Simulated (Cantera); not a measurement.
Feed: 1 mol CuO, 4.8 mol F2, 6 mol N2, equilibrated at 1448 K and 13.0 Pa.

Equilibrium computed with Cantera from the NASA thermochemical tables; the gas is ideal and each condensed phase is pure. Candidate condensed phases: Cu, CuF2, CuO, Cu2O; 22 gas species. Equilibrium is a limit: real reactors are often held back by kinetics, nucleation or transport.

Base state: F 0.504, N2 0.396, CuF2 0.0641, O2 0.0329, CuF 0.00204, NO 0.000264, O 3.10e-5 (mole fractions); condensed: gas only.

Problem. What changes in the equilibrium state with this change: temperature from 1448 K to 1600 K?

Solution. 
```json
[
 {"species": "F", "before": "0.504", "after": "0.513"},
 {"species": "N2", "before": "0.396", "after": "0.389"},
 {"species": "CuF2", "before": "0.0641", "after": "0.0448"},
 {"species": "CuF", "before": "0.00204", "after": "0.0201"},
 {"species": "O2", "before": "0.0329", "after": "0.0321"},
 {"species": "O", "before": "3.10e-5", "after": "0.000228"},
 {"species": "NO", "before": "0.000264", "after": "0.000531"}
]
```
